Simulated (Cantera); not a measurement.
Thermodynamics of oxide etching and cleaning by halides, feed SiO2 + HCl + NF3

A closed system holds: 1 mol SiO2, 21 mol HCl, 2 mol NF3, held at 1898.15 K and 0.133 bar.

Cantera equilibrium calculation (NASA polynomials, part measured and part estimated; ideal gas, pure solids and liquids). Candidate condensed phases: H2O, NH4Cl, Si, SiO2, Si2N2O, Si3N4; 72 gas species. The tables' values for SiF3 are old estimates; treat these amounts as uncertain. The tables hold silica as quartz up to 1696 K and as liquid above; real silica turns to tridymite and cristobalite and melts near 1996 K. Rates play no part.

```json
{
  "x(HCl)": "0.587",
  "x(HF)": "0.171",
  "x(Cl)": "0.161",
  "x(N2)": "0.0368",
  "x(Cl2)": "0.0143",
  "x(SiF4)": "0.0126",
  "x(H2O)": "0.00882",
  "x(O2)": "0.00786",
  "x(OH)": "0.000262",
  "n(SiO2(condensed))": "0.659 mol",
  "gas_amount": "27.05 mol",
  "log10 activity of Si(l) (absent)": "-12.72"
}
```
